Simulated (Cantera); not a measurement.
Input: 1 mol SiF4, 0.17 mol NH3, 12 mol N2.

Cantera equilibrium calculation (NASA polynomials, part measured and part estimated; ideal gas, pure solids and liquids). Candidate condensed phases: Si, Si3N4; 37 gas species. The tables' values for SiF2, SiF3 are old estimates. The numbers say what is thermodynamically allowed, not how fast it happens.

Stable condensed phases, one row left out:

```
T in K \ P in Pa
              5     21     85    350   1400   5900  24000 100000
   2073       A      A      A      A      A      A      A      A
   1923       A      A      A      A      A      A      A      A
   1773       A      A      A      A      A      A      A      A
   1623       A      A      A      A      A      A      A      A
   1473       A      A      A      A      A      A      A      A
   1323       A      A      A      A      A      A      A      B
   1023       B      B      B      B      B      B      B      B
    873       B      B      B      B      B      A      A      A
```

A: gas only; B: Si3N4.

Give the row for 1173 K.

5: gas only; 21: gas only; 85: gas only; 350: gas only; 1400: Si3N4; 5900: Si3N4; 24000: Si3N4; 100000: Si3N4.
